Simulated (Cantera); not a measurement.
An isothermal, constant-pressure homogeneous reactor starts with 16.2 % H₂, 45.0 % O₂, 38.7 % N₂, at 850 K and 0.133 bar.

Model: the H2/O2 subset of GRI-Mech 3.0, which has no nitrogen chemistry, integrated in Cantera. Radical loss at walls, strong at low pressure, is not modelled. Below about 950 K walls govern HO2 and H2O2 in real vessels. The temperature is held fixed by assumption; the heat of reaction is taken as removed at once.

x: mole fraction; the columns are a selection and need not sum to one.

```csv
t (s),x H₂,x O₂,x H,x OH,x H₂O
2.00e-6,0.162,0.450,<1e-12,<1e-12,<1e-12
1.03e-5,0.162,0.450,<1e-12,<1e-12,<1e-12
5.28e-5,0.162,0.450,2.61e-12,<1e-12,<1e-12
0.000271,0.162,0.450,2.50e-11,1.87e-12,4.21e-11
0.00139,0.162,0.450,3.06e-8,(withheld),8.78e-8
0.00717,0.0425,0.415,4.60e-5,(withheld),0.130
0.0368,0.0391,0.414,5.56e-8,(withheld),0.134
0.189,0.0388,0.413,7.70e-8,(withheld),0.134
0.973,0.0358,0.413,1.34e-7,(withheld),0.137
5.00,0.0200,0.408,8.37e-8,(withheld),0.154
```

Q: Some entries are withheld; supply them.

A: 
- 0.00139, x OH: 2.36e-9
- 0.00717, x OH: 2.77e-5
- 0.0368, x OH: 2.54e-8
- 0.189, x OH: 3.60e-8
- 0.973, x OH: 7.64e-8
- 5.00, x OH: 9.27e-8
